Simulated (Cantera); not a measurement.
An adiabatic, constant-pressure homogeneous reactor starts with 13.6 % C₂H₄, 17.6 % O₂, 66.4 % N₂, 2.44 % H₂O, equivalence ratio 2.3, at 1650 K and 750 Torr.

Computed with Cantera and GRI-Mech 3.0 (53 species, 325 reactions). GRI-Mech 3.0 was tuned for natural gas; its chemistry of ethylene as a main component is partial and can be far from experiment.

Problem. Predict: time of steepest temperature rise; temperature at 0.700 s; equilibrium temperature; x(O₂) at 0.700 s; x(H₂O) at 0.700 s; x(H₂O₂) at 0.700 s; x(HCN) at 0.700 s; x(NO) at 0.700 s.

Solution. 
```
Property                                                              Result
---------------------------------  -----------------------------------------
time of steepest temperature rise                                    17.6 µs
temperature at 0.700 s                                                2712 K
equilibrium temperature                                               2712 K
x(O₂) at 0.700 s                     4.57e-5 (gas-phase equilibrium 4.57e-5)
x(H₂O) at 0.700 s                      0.0681 (gas-phase equilibrium 0.0681)
x(H₂O₂) at 0.700 s                   4.95e-9 (gas-phase equilibrium 4.95e-9)
x(HCN) at 0.700 s                    2.77e-7 (gas-phase equilibrium 2.77e-7)
x(NO) at 0.700 s                   0.000395 (gas-phase equilibrium 0.000395)
```
